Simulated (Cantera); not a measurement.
Equilibrium for nitride etching: Si₃N₄ + O₂

Feed: 1 mol Si₃N₄, 1.7 mol O₂, held at 898.15 K and 3.68 Torr.

Cantera equilibrium calculation (NASA polynomials, part measured and part estimated; ideal gas, pure solids and liquids). Candidate condensed phases: Si, SiO₂, Si₂N₂O, Si₃N₄; 16 gas species. Kinetics and transport are ignored.

```yaml
x(N₂): 1.00
n(SiO₂(β-quartz)): 1.27 mol
n(Si₂N₂O(s)): 0.867 mol
gas_amount: 1.133 mol
log10 activity of Si(s) (absent): -10.76
```
